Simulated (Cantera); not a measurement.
A Cantera script and its output.

```python
import numpy as np
import cantera as ct

gas = ct.Solution("gri30.yaml")
gas.TPX = 1275, 13332, {'N2O': 1, 'N2': 0.94}
inlet = ct.Reservoir(gas, clone=True)

reactor = ct.IdealGasConstPressureReactor(gas, energy="off", clone=False)
exhaust = ct.Reservoir(gas, clone=True)
tau = [3.3, 0.85, 0.22, 0.057, 0.015, 0.0038, 0.00098][0]
for a, b in ((inlet, reactor), (reactor, exhaust)):
    ct.MassFlowController(a, b, mdot=lambda t: reactor.mass / tau)
net = ct.ReactorNet([reactor])
show = ['N2O', 'O', 'N2', 'NO2', 'NO', 'O2']

rows = []
print(f"{'tau/s':>10s}{'T/K':>9s}" + "".join(f"{s:>11s}" for s in show))
for tau in [3.3, 0.85, 0.22, 0.057, 0.015, 0.0038, 0.00098]:
    net.initial_time = 0.0
    net.advance(30 * tau)
    before = gas.X
    net.advance(40 * tau)
    drift = np.max(np.abs(gas.X - before) / (gas.X + 1e-9))
    rows.append([gas.T, *gas[show].X, drift])
    print(f"{tau:10.3e}{gas.T:9.1f}" + "".join(f"{x:11.3e}" for x in gas[show].X))
```

It prints:

```
     tau/s      T/K        N2O          O         N2        NO2         NO         O2
 3.300e+00   1275.0  2.289e-01  5.105e-06  6.421e-01  4.025e-05  3.023e-02  9.877e-02
 8.500e-01   1275.0  3.877e-01  5.340e-06  5.546e-01  1.742e-05  1.380e-02  4.389e-02
 2.200e-01   1275.0  4.747e-01  5.407e-06  5.069e-01  4.975e-06  4.428e-03  1.398e-02
 5.700e-02   1275.0  5.042e-01  5.419e-06  4.907e-01  9.892e-07  1.222e-03  3.850e-03
 1.500e-02   1275.0  5.125e-01  5.406e-06  4.862e-01  1.287e-07  3.261e-04  1.027e-03
 3.800e-03   1275.0  5.147e-01  5.336e-06  4.850e-01  1.049e-08  8.191e-05  2.578e-04
 9.800e-04   1275.0  5.153e-01  5.080e-06  4.846e-01  6.841e-10  2.014e-05  6.337e-05
```

Cantera simulation using GRI-Mech 3.0 (53 species, 325 reactions); the numbers are that mechanism's predictions, not measurements. GRI-Mech 3.0 was tuned for natural gas; its chemistry of N2O as a main component is partial and can be far from experiment. The mechanism lacks the step 2 NO + O2 → 2 NO2, which can matter for NO2 below about 1400 K. The temperature is held fixed by assumption; the heat of reaction is taken as removed at once.
